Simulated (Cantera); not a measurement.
# Carbothermic reduction: CuO + CO

A closed system holds: 1 mol CuO, a varied amount of CO, at 1 atm.

Method: chemical equilibrium by Gibbs-energy minimisation in Cantera with the NASA 1993 tables (ideal gas, pure condensed phases). Candidate condensed phases: C, Cu, CuO, Cu2O; 15 gas species. The numbers say what is thermodynamically allowed, not how fast it happens.

Map the stable condensed phases over T = 1673, 1773, 1873, 1973, 2073, 2173, 2273, 2373, 2473 K and n(CO) in mol = 1.7, 3, 4.3, 5.6, 6.9, 8.2, 9.4, 11, 12, 13.


```
T in K \ n(CO) in mol
         1.7   3 4.3 5.6 6.9 8.2 9.4  11  12  13
   2473    A   A   A   A   B   B   B   B   B   B
   2373    A   A   A   A   A   A   A   A   B   B
   2273    A   A   A   A   A   A   A   A   A   A
   2173    A   A   A   A   A   A   A   A   A   A
   2073    A   A   A   A   A   A   A   A   A   A
   1973    A   A   A   A   A   A   A   A   A   A
   1873    A   A   A   A   A   A   A   A   A   A
   1773    A   A   A   A   A   A   A   A   A   A
   1673    A   A   A   A   A   A   A   A   A   A
```
A: Cu; B: gas only.
